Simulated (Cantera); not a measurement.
Cantera run, input and output.

```python
import numpy as np
import cantera as ct

gas = ct.Solution("gri30.yaml")
gas.TPX = 1100, 2600000, {'CH4': 1, 'O2': 4.76, 'N2': 47.6, 'H2O': 5.3}
reactor = ct.IdealGasConstPressureReactor(gas, energy="on", clone=False)
net = ct.ReactorNet([reactor])
net.rtol, net.atol = 1e-08, 1e-16
show = ['CH4', 'O2', 'H2O', 'O', 'C2H6', 'NO', 'H2']
times = np.geomspace(6e-06, 0.3, 13)

steps = ct.SolutionArray(gas, extra=["t"])
rows = []
print(f"{'t/s':>10s}{'T/K':>9s}{'P/Pa':>11s}" + "".join(f"{s:>11s}" for s in show))
for t in times:
    while net.time < t:
        t_next = net.step()
        steps.append(gas.state, t=t_next)
    rows.append([np.interp(t, steps.t, y) for y in (steps.T, steps.P, *steps(*show).X.T)])
    print(f"{t:10.3e}{rows[-1][0]:9.1f}{rows[-1][1]:11.4g}" + "".join(f"{x:11.3e}" for x in rows[-1][2:]))
rate = np.gradient(steps.T, steps.t)
print("integrator steps:", len(steps.t))
if steps.T.max() > steps.T[0] + 200:
    print(f"time of steepest temperature rise: {steps.t[rate.argmax()]:.4e} s")
gas.TPX = 1100, 2600000, {'CH4': 1, 'O2': 4.76, 'N2': 47.6, 'H2O': 5.3}
gas.equilibrate("HP")
print(f"equilibrium (HP): T = {gas.T:.1f} K  " + "  ".join(f"{s} {gas[s].X[0]:.3e}" for s in show))
```

Result:

```
       t/s      T/K       P/Pa        CH4         O2        H2O          O       C2H6         NO         H2
 6.000e-06   1100.0    2.6e+06  1.705e-02  8.115e-02  9.035e-02  2.575e-13  1.084e-14  3.624e-23  2.206e-13
 1.478e-05   1100.0    2.6e+06  1.705e-02  8.115e-02  9.035e-02  6.545e-13  1.607e-13  2.307e-22  1.138e-12
 3.642e-05   1100.0    2.6e+06  1.705e-02  8.115e-02  9.035e-02  1.670e-12  2.533e-12  1.462e-21  6.607e-12
 8.972e-05   1100.0    2.6e+06  1.705e-02  8.115e-02  9.035e-02  4.434e-12  4.096e-11  9.317e-21  4.141e-11
 2.210e-04   1100.0    2.6e+06  1.705e-02  8.115e-02  9.035e-02  1.313e-11  8.037e-10  6.472e-20  2.996e-10
 5.446e-04   1100.0    2.6e+06  1.705e-02  8.115e-02  9.035e-02  4.419e-11  2.037e-08  5.262e-19  2.811e-09
 1.342e-03   1100.0    2.6e+06  1.704e-02  8.114e-02  9.035e-02  1.100e-10  3.735e-07  4.350e-18  3.058e-08
 3.305e-03   1100.1    2.6e+06  1.703e-02  8.113e-02  9.037e-02  1.952e-10  2.804e-06  2.635e-17  2.552e-07
 8.143e-03   1101.4    2.6e+06  1.685e-02  8.097e-02  9.055e-02  7.832e-10  2.327e-05  3.001e-16  3.702e-06
 2.006e-02   1480.9    2.6e+06  1.849e-13  4.704e-02  1.244e-01  1.338e-07  1.376e-23  8.733e-09  1.687e-07
 4.943e-02   1480.9    2.6e+06  1.363e-13  4.704e-02  1.244e-01  1.334e-07  7.631e-24  1.333e-08  1.653e-07
 1.218e-01   1480.9    2.6e+06  7.558e-14  4.704e-02  1.244e-01  1.334e-07  2.463e-24  2.386e-08  1.653e-07
 3.000e-01   1480.9    2.6e+06  1.768e-14  4.704e-02  1.244e-01  1.334e-07  1.811e-25  4.980e-08  1.653e-07
integrator steps: 1767
time of steepest temperature rise: 1.3670e-02 s
equilibrium (HP): T = 1479.5 K  CH4 7.245e-30  O2 4.677e-02  H2O 1.244e-01  O 1.306e-07  C2H6 1.008e-54  NO 5.320e-04  H2 1.628e-07
```

Computed with Cantera and GRI-Mech 3.0 (53 species, 325 reactions). The pressure lies above the range GRI-Mech 3.0 was tuned for (to about 10 atm).
